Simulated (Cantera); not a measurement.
**Gas-phase reforming**

A perfectly stirred reactor is fed with CH4 : CO2 : H2 = 1 : 2.2 : 0.48 (molar parts), at 2.20 bar; it is held at 1350 K, and followed from long to short residence time.

Computed with Cantera and GRI-Mech 3.0 (53 species, 325 reactions).

| τ (s) | x CH4 | x CO2 | x H2 | x CH3 | x O2 | x H | x CH2CO |
|---|---|---|---|---|---|---|---|
| 1.8 | 0.244 | 0.535 | 0.107 | 1.23e-5 | <1e-12 | 2.72e-7 | 9.27e-7 |
| 0.75 | 0.260 | 0.569 | 0.118 | 1.23e-5 | <1e-12 | 2.80e-7 | 2.84e-7 |
| 0.31 | 0.267 | 0.586 | 0.125 | 1.21e-5 | <1e-12 | 2.83e-7 | 8.78e-8 |
| 0.13 | 0.270 | 0.593 | 0.128 | 1.18e-5 | <1e-12 | 2.79e-7 | 2.67e-8 |
| 0.055 | 0.271 | 0.596 | 0.129 | 1.12e-5 | <1e-12 | 2.69e-7 | 7.42e-9 |
| 0.023 | 0.271 | 0.597 | 0.130 | 1.04e-5 | <1e-12 | 2.49e-7 | 1.72e-9 |
| 0.0095 | 0.272 | 0.598 | 0.130 | 9.33e-6 | <1e-12 | 2.24e-7 | 3.20e-10 |
| 0.0040 | 0.272 | 0.598 | 0.130 | 8.32e-6 | <1e-12 | 2.00e-7 | 5.25e-11 |
| 0.0017 | 0.272 | 0.598 | 0.130 | 7.28e-6 | <1e-12 | 1.75e-7 | 7.69e-12 |
| 0.00069 | 0.272 | 0.598 | 0.130 | 5.73e-6 | <1e-12 | 1.38e-7 | <1e-12 |
x: mole fraction; the columns are a selection and need not sum to one.
